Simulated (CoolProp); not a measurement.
A single-stage vapour-compression cycle with chlorine: evaporating at 219.15 K (dew point), condensing at 242.15 K (bubble point), superheat 0 K, subcooling 2 K, compressor efficiency 0.75, no pressure losses. Each further row changes one setting.

Computed with CoolProp (reference Helmholtz-energy equation of state, Thol 2021).

| case | cooling COP | pressure ratio | discharge temperature (K) | refrigerating effect (kJ/kg) | volumetric capacity (kJ/m³) |
|---|---|---|---|---|---|
| as stated | 6.47 | 3.01 | 311.7 | 278 | 419 |
| evaporating temperature 224.15 K | (withheld) | (withheld) | 294.1 | 280 | 538 |
| condensing temperature 237.15 K | (withheld) | 2.42 | 291.7 | 283 | 427 |
| subcooling 7 K | (withheld) | 3.01 | 311.7 | 283 | 427 |
| superheat 10 K | (withheld) | 3.01 | 325.2 | 283 | 407 |
| compressor efficiency 0.65 | 5.60 | 3.01 | 325.1 | 278 | 419 |

Task: Complete the blanks.

Result: 
- evaporating temperature 224.15 K, cooling COP: 8.67
- evaporating temperature 224.15 K, pressure ratio: 2.32
- condensing temperature 237.15 K, cooling COP: 8.45
- subcooling 7 K, cooling COP: 6.58
- superheat 10 K, cooling COP: 6.28
